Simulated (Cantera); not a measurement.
## Counterflow diffusion flame

A counterflow diffusion flame at 1.01 bar, nozzles 20 mm apart: fuel side CH4 : C2H6 = 1 : 0.28 (molar parts) at 548 K, oxidiser side O2 : N2 = 0.25 : 0.75 (molar parts) at 598 K, fuel mass flux 0.94 times the oxidiser's; mixture-averaged transport, no radiation.

Cantera simulation using GRI-Mech 3.0 (53 species, 325 reactions); the numbers are that mechanism's predictions, not measurements. GRI-Mech 3.0 has no aromatics or soot, which form on the fuel side of real flames. The maximum strain rate includes the flame's own expansion and is several times the mean.

```
oxidiser flux (kg/m²/s)  max strain (1/s)  mean strain (1/s)  T max (K)  peak x OH  peak x H  peak x NO  peak x CO  peak x C2H2
-----------------------  ----------------  -----------------  ---------  ---------  --------  ---------  ---------  -----------
0.25                                  240               48.8       2317     0.0134   0.00630   0.000514     0.0845       0.0307
0.43                                  393               83.9       2284     0.0133   0.00680   0.000435     0.0817       0.0290
0.74                                  647                144       2256     0.0132   0.00732   0.000370     0.0794       0.0272
1.3                                  1090                254       2229     0.0130   0.00786   0.000304     0.0778       0.0253
2.2                                  1780                429       2196     0.0124   0.00819   0.000234     0.0764       0.0228
3.7                                  2870                722       2155     0.0115   0.00828   0.000163     0.0758       0.0199
6.3                                  4670               1230       2098     0.0101   0.00786    9.21e-5     0.0760       0.0156
```
x: mole fraction; the columns are a selection and need not sum to one.
